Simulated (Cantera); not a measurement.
## Thermodynamics of silicon oxide and oxynitride deposition, feed TEOS + CO2 + H2

Charge: 1 mol TEOS, 0.12 mol CO2, 60 mol H2, at 345 Torr.

Method: chemical equilibrium by Gibbs-energy minimisation in Cantera with the NASA 1993 tables (ideal gas, pure condensed phases). Candidate condensed phases: C, C6H6, C7H8, C8H18, H2O, Si, SiC, SiO2; 123 gas species. The feed counts by its element totals alone. Mutual solubility and eutectic melting of coexisting phases are not modelled. The tables hold silica as quartz up to 1696 K and as liquid above; real silica turns to tridymite and cristobalite and melts near 1996 K. Gases not in the tables: Si2H6 and higher silanes. Kinetics and transport are ignored.

```
T (K)   x H2     x CH4      x CO     x H2O       x H  x C2H2 (acetylene)     x CO2  n SiO2(α-quartz)  n SiO2(β-quartz)  n C(graphite)  n SiC(s)
-----  -----  --------  --------  --------  --------  ------------------  --------  ----------------  ----------------  -------------  --------
775    0.833     0.131  0.000411    0.0356  1.33e-12              <1e-12   8.85e-5              1.00                 0              0         0
875    0.849     0.116    0.0113    0.0225  6.82e-11            1.29e-11  0.000787                 0              1.00              0         0
975    0.919    0.0488    0.0256   0.00651   1.62e-9            5.24e-10  0.000290                 0              1.00           3.01         0
1075   0.950    0.0187    0.0299   0.00165   2.11e-8             7.15e-9   5.58e-5                 0              1.00           4.68         0
1175   0.961   0.00813    0.0308  0.000471   1.77e-7             6.12e-8   1.18e-5                 0              1.00           5.33         0
1275   0.965   0.00397    0.0310  0.000160   1.07e-6             3.71e-7   3.09e-6                 0             1.000           5.61         0
1375   0.967   0.00214    0.0310   6.35e-5   4.97e-6             1.72e-6   9.85e-7                 0             1.000           5.73         0
1475   0.966   0.00125    0.0327   3.00e-5   1.88e-5             6.44e-6   4.08e-7                 0             0.936           5.61    0.0599
1575   0.942  0.000742    0.0570   2.53e-5   5.95e-5             1.99e-5   5.28e-7                 0                 0           2.85     0.989
1675   0.942  0.000492    0.0569   1.37e-5  0.000166             5.47e-5   2.50e-7                 0                 0           2.87     0.984
1775   0.942  0.000342    0.0568   7.96e-6  0.000414            0.000134   1.29e-7                 0                 0           2.88     0.978
1875   0.941  0.000247    0.0567   4.90e-6  0.000938            0.000298   7.18e-8                 0                 0           2.87     0.971
1975   0.940  0.000185    0.0566   3.17e-6   0.00196            0.000611   4.25e-8                 0                 0           2.85     0.962
2075   0.938  0.000142    0.0564   2.14e-6   0.00380             0.00116   2.65e-8                 0                 0           2.79     0.951
```
x: gas mole fraction; n: condensed amount in mol.

At 775 K the condensed part is SiO2(α-quartz). At 875 K the condensed part is SiO2(β-quartz). From 975 K to 1375 K the condensed part is C(graphite) + SiO2(β-quartz). At 1475 K the condensed part is C(graphite) + SiC(s) + SiO2(β-quartz). From 1575 K to 2075 K the condensed part is C(graphite) + SiC(s).
